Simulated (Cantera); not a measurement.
Input: 1 mol Si, 0.3 mol O2, 160 mol H2, held at 1.00 bar.

These are equilibrium values from Cantera (NASA tables, ideal gas, pure condensed phases), not measurements of a reactor. Candidate condensed phases: H2O, Si, SiO2; 18 gas species. Mutual solubility and eutectic melting of coexisting phases are not modelled. The tables hold silica as quartz up to 1696 K and as liquid above; real silica turns to tridymite and cristobalite and melts near 1996 K. Gases not in the tables: Si2H6 and higher silanes. Kinetics and transport are ignored.

### Question
What share of the Si ends up in condensed phases as a function of T (K), at 1173, 1273, 1373, 1473, 1573, 1673, 1773, 1873?

### Answer
| T (K) | Si condensed (%) | as |
|---|---|---|
| 1173 | 100.0 | Si(s) + SiO2(β-quartz) |
| 1273 | 99.9 | Si(s) + SiO2(β-quartz) |
| 1373 | 99.3 | Si(s) + SiO2(β-quartz) |
| 1473 | 94.9 | Si(s) + SiO2(β-quartz) |
| 1573 | 70.5 | Si(s) + SiO2(β-quartz) |
| 1673 | 39.9 | Si(s) |
| 1773 | 39.6 | Si(l) |
| 1873 | 39.0 | Si(l) |
